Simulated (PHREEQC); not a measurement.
Dissolve 0.018 mol NaH2PO4, 0.000445 mol HF and 3.4e-05 mol H4SiO4 per kg of water at 20 °C. Closed to the air; pH follows from the charge balance.

All values are PHREEQC results (ion-association model, phreeqc.dat), not measurements.

This is a speciation only: nothing precipitates in the calculation.

### Question
Predict the pH.

### Answer
pH 3.91.

### Question
In which forms is F present?

### Answer
F- 87 %, HF 13 %, NaF 0.7 % of the F.

Species that the database lacks are ignored. SiF6-2 is the database's only silicon fluoride.
